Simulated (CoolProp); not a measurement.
n-butane at 293.15 K and 0.57 MPa flows at 2 m/s in a round tube of 50 mm bore and 15 µm roughness, fully developed (64/Re and Nu = 3.66 if laminar; Colebrook and Gnielinski if turbulent). Each further row changes one setting.

Computed with CoolProp (reference Helmholtz-energy equation of state, Bücker 2006).

```
case             Reynolds number  Darcy friction factor  pressure drop (Pa/m)  heat-transfer coefficient (W/(m² K))  mass flow (kg/h)
---------------  ---------------  ---------------------  --------------------  ------------------------------------  ----------------
as stated                 347000                 0.0168                   388                                  3200              8190
velocity 4 m/s            694000                 0.0159                  1480                                  6160             16400
diameter 100 mm           694000                 0.0145                   168                                  2860             32800
```

Viscosity comes from a separate model (Vogel 1999). Thermal conductivity comes from a separate model (Perkins 2002).
